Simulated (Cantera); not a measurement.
An isothermal, constant-pressure homogeneous reactor starts with 47.6 % NH3, 52.4 % H2, at 2150 K and 1.00 bar.

Cantera simulation using the gas-phase N/H chemistry of the illustrative SiF4/NH3 mechanism in the Surface Chemkin manual (1991); the numbers are that mechanism's predictions, not measurements. Walls and surfaces, which speed up NH3 decomposition in real reactors, are not modelled.

x: mole fraction; the columns are a selection and need not sum to one.

| t (s) | x NH3 | x H2 | x N2H2 | x N2H4 | x NH2 |
|---|---|---|---|---|---|
| 0.000900 | 0.423 | 0.558 | 4.77e-6 | 2.75e-7 | [?] |
| 0.00224 | 0.356 | 0.602 | 3.80e-6 | 2.17e-7 | [?] |
| 0.00555 | 0.240 | 0.679 | 2.32e-6 | 1.27e-7 | [?] |
| 0.0138 | 0.102 | 0.770 | 8.37e-7 | 3.98e-8 | [?] |
| 0.0343 | 0.0169 | 0.825 | 1.03e-7 | 3.29e-9 | [?] |
| 0.0851 | 0.00125 | 0.834 | 1.97e-9 | 4.47e-11 | [?] |
| 0.211 | 0.000284 | 0.835 | 1.09e-10 | 2.42e-12 | [?] |
| 0.525 | 9.65e-5 | 0.835 | 1.34e-11 | <1e-12 | [?] |
| 1.30 | 3.67e-5 | 0.835 | 2.74e-12 | <1e-12 | [?] |
| 3.24 | 1.49e-5 | 0.835 | 1.23e-12 | <1e-12 | [?] |
| 8.05 | 7.04e-6 | 0.835 | 1.00e-12 | <1e-12 | [?] |
| 20.0 | 5.02e-6 | 0.835 | <1e-12 | <1e-12 | [?] |

Q: Some entries are withheld; supply them.

A: 
- 0.000900, x NH2: 0.00136
- 0.00224, x NH2: 0.00121
- 0.00555, x NH2: 0.000923
- 0.0138, x NH2: 0.000516
- 0.0343, x NH2: 0.000149
- 0.0851, x NH2: 1.73e-5
- 0.211, x NH2: 4.03e-6
- 0.525, x NH2: 1.37e-6
- 1.30, x NH2: 5.20e-7
- 3.24, x NH2: 2.11e-7
- 8.05, x NH2: 9.98e-8
- 20.0, x NH2: 7.11e-8
